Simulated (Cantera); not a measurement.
A freely propagating, adiabatic, planar premixed flame of CH4 : C2H6 : C3H8 : O2 : N2 = 1 : 1 : 0.049 : 5.22 : 19.6 (molar parts), equivalence ratio 1.1, unburnt at 625 K and 1880 Torr; mixture-averaged transport, grid criteria slope 0.08 and curve 0.16, no radiation.

Model: GRI-Mech 3.0 (53 species, 325 reactions), integrated in Cantera. Burning velocities carry a grid error of a few per cent, more on coarse grids.

x: mole fraction of selected species; z is measured from the peak of heat release.

| z (mm) | T (K) | u (m/s) | x CH4 | x C2H6 | x C3H8 | x HCN | x OH | x NO |
|---|---|---|---|---|---|---|---|---|
| -0.406 | 625 | 1.23 | 0.0372 | 0.0372 | 0.00182 | <1e-8 | <1e-8 | <1e-8 |
| -0.271 | 627 | 1.24 | 0.0370 | 0.0371 | 0.00182 | <1e-8 | <1e-8 | <1e-8 |
| -0.203 | 636 | 1.26 | 0.0367 | 0.0369 | 0.00181 | 1.39e-8 | <1e-8 | 3.20e-8 |
| -0.135 | 690 | 1.38 | 0.0352 | 0.0359 | 0.00179 | 1.29e-7 | … | 2.59e-7 |
| -0.0677 | 1057 | 2.16 | 0.0273 | 0.0258 | 0.00150 | 1.52e-6 | … | 3.57e-6 |
| -0.0339 | 1471 | 3.07 | 0.0178 | 0.0108 | 0.000687 | 4.04e-6 | … | 9.56e-6 |
| 0 | 1873 | 3.96 | 0.00590 | 0.000680 | 2.07e-5 | 8.50e-6 | … | 2.01e-5 |
| 0.0339 | 2060 | 4.37 | 0.000647 | 2.61e-6 | 1.23e-8 | 8.96e-6 | … | 3.54e-5 |
| 0.0677 | 2118 | 4.47 | 3.51e-5 | <1e-8 | <1e-8 | 4.44e-6 | 0.00874 | 4.74e-5 |
| 0.135 | 2177 | 4.57 | 9.97e-8 | <1e-8 | <1e-8 | 7.05e-7 | 0.00949 | 5.89e-5 |
| 0.271 | 2246 | 4.69 | <1e-8 | <1e-8 | <1e-8 | 3.03e-8 | 0.00889 | 7.15e-5 |
| 0.542 | 2318 | 4.82 | <1e-8 | <1e-8 | <1e-8 | <1e-8 | … | 9.09e-5 |
| 1.08 | 2380 | 4.92 | <1e-8 | <1e-8 | <1e-8 | <1e-8 | … | 0.000120 |

What belongs in the gaps?


- -0.135, x OH: 8.59e-8
- -0.0677, x OH: 2.61e-5
- -0.0339, x OH: 0.000272
- 0, x OH: 0.00222
- 0.0339, x OH: 0.00631
- 0.542, x OH: 0.00765
- 1.08, x OH: 0.00617
